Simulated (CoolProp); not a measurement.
Vapour-liquid equilibrium of ethylene (1) + propane (2) at 0.249 MPa; x and y are mole fractions of (1).

Computed with CoolProp (multi-fluid Helmholtz-energy mixture model, Smukala 2000 and Lemmon 2009; pair parameters Bell 2016).

Problem. Give the bubble temperature and the first vapour's composition at x = 0.05, 0.15, 0.85. Is there an azeotrope?

Solution. x = 0.05: 242.7 K, y = 0.354; x = 0.15: 226.1 K, y = 0.706; x = 0.85: 189.6 K, y = 0.991. No azeotrope shows between x = 0.05 and 0.95.

Pair parameters are fitted to limited data, so mixtures are less certain than the pure fluids. The gap from Raoult's law changes sign with composition, which may be real or a fault of the pair parameters; it wasn't checked against measurements.
